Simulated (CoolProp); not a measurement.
Computed with CoolProp (reference Helmholtz-energy equation of state, Lemmon 2016).

### Question
For R227EA, give the phase and the cv (kJ/(kg K)), speed of sound (m/s), Joule-Thomson coefficient (K/MPa), isothermal compressibility (1/MPa) at 312.5 K and 8.67 MPa; 328.8 K and 8.67 MPa; 377.6 K and 8.67 MPa.

### Answer
- 312.5 K and 8.67 MPa: liquid; cv 0.845, speed of sound 454, Joule-Thomson coefficient -0.117, isothermal compressibility 0.00480
- 328.8 K and 8.67 MPa: liquid; cv 0.870, speed of sound 402, Joule-Thomson coefficient -0.0267, isothermal compressibility 0.00640
- 377.6 K and 8.67 MPa: supercritical; cv 0.941, speed of sound 261, Joule-Thomson coefficient 0.512, isothermal compressibility 0.0187
